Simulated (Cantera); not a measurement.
# HMDSO + CO2 + N2 (silicon oxide and oxynitride deposition)

Charge: 1 mol HMDSO, 2.6 mol CO2, 87 mol N2, held at 723.15 K.

Equilibrium computed with Cantera from the NASA thermochemical tables; the gas is ideal and each condensed phase is pure. Candidate condensed phases: C, C6H6, C7H8, C8H18, H2O, Si, SiC, SiO2, Si2N2O, Si3N4; 151 gas species. The feed counts by its element totals alone. The numbers say what is thermodynamically allowed, not how fast it happens.

From 5.00 Pa to 1.00 bar the condensed part is C(graphite) + SiO2(α-quartz).

| P (Pa) | log p N2 | log p H2 | log p CO | log p H2O | log p CH4 | log p CO2 | n C(graphite) | n SiO2(α-quartz) |
|---|---|---|---|---|---|---|---|---|
| 5 | -4.35 | -5.34 | -5.95 | -8.98 | -9.95 | -8.71 | 6.41 | 2.00 |
| 17 | -3.82 | -4.81 | -5.43 | -7.92 | -8.89 | -7.66 | 6.42 | 2.00 |
| 59 | -3.28 | -4.27 | -4.90 | -6.86 | -7.81 | -6.61 | 6.46 | 2.00 |
| 210 | -2.73 | -3.72 | -4.39 | -5.80 | -6.71 | -5.59 | 6.58 | 2.00 |
| 710 | -2.20 | -3.20 | -3.96 | -4.85 | -5.67 | -4.73 | 6.82 | 2.00 |
| 2400 | -1.67 | -2.68 | -3.61 | -3.98 | -4.64 | -4.02 | 7.12 | 2.00 |
| 8400 | -1.12 | -2.18 | -3.31 | -3.18 | -3.63 | -3.42 | 7.33 | 2.00 |
| 29000 | -0.58 | -1.71 | -3.06 | -2.46 | -2.69 | -2.93 | 7.25 | 2.00 |
| 100000 | -0.04 | -1.29 | -2.84 | -1.82 | -1.85 | -2.49 | 6.82 | 2.00 |
log p: log10 of the partial pressure in bar; n: condensed amount in mol.
